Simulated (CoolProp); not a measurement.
Methane at 323.85 K and 0.234 MPa flows at 0.84 m/s in a round tube of 2 mm bore and 1.5 µm roughness, fully developed (64/Re and Nu = 3.66 if laminar; Colebrook and Gnielinski if turbulent). Each further row changes one setting.

Model: reference Helmholtz-energy equation of state, Setzmann 1991, in CoolProp.

```csv
case,Reynolds number,Darcy friction factor,pressure drop (Pa/m),heat-transfer coefficient (W/(m² K)),mass flow (kg/h)
as stated,195,0.327,80.8,69.3,0.0133
velocity 1.68 m/s,391,0.164,162,69.3,0.0266
diameter 4 mm,391,0.164,20.2,34.7,0.0531
```

Viscosity comes from a separate model (Quiñones-Cisneros 2006). Thermal conductivity comes from a separate model (Friend 1989).
